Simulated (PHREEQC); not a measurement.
Consider water at 20 °C with 0.0012 mol SrCl2, 0.00014 mol CO2 and 0.0008 mol NaCl per kg of water. Closed to the air; pH follows from the charge balance.

Model: ion-association model, phreeqc.dat, run in PHREEQC.

No solid was allowed to form.

Question: Predict the pH.

Answer: pH 5.13.

Question: In which forms is C present?

Answer: CO2 94 %, HCO3- 5.6 % of the C.

Complexes and solids missing from the database can't appear.
